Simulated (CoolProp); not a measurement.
Carbonyl sulfide along the isotherm 321.85 °C: Z from the reference equation and from simpler models built on Tc = 105.6 °C, pc = 6369 kPa, ω = 0.098; each cubic takes its own stable root.

The numbers come from the reference Helmholtz-energy equation of state, Lemmon 2006 in CoolProp. It is a short technical equation, of lower accuracy than the large ones.

| p (kPa) | phase | reference | van der Waals | Redlich-Kwong | Soave-Redlich-Kwong | Peng-Robinson |
|---|---|---|---|---|---|---|
| 3980 | gas | 0.9553 | 0.9423 | 0.9499 | 0.9605 | 0.9473 |
| 7960 | supercritical | 0.9146 | 0.8852 | 0.9051 | 0.9270 | 0.9032 |
| 11900 | supercritical | 0.8804 | 0.8339 | 0.8688 | 0.9018 | 0.8697 |
| 15900 | supercritical | 0.8542 | 0.7964 | 0.8434 | 0.8860 | 0.8475 |
| 19900 | supercritical | 0.8387 | 0.7831 | 0.8312 | 0.8807 | 0.8370 |
| 23900 | supercritical | 0.8350 | 0.7946 | 0.8319 | 0.8853 | 0.8372 |
| 27900 | supercritical | 0.8422 | 0.8242 | 0.8434 | 0.8984 | 0.8459 |
| 31800 | supercritical | 0.8581 | 0.8636 | 0.8625 | 0.9175 | 0.8609 |
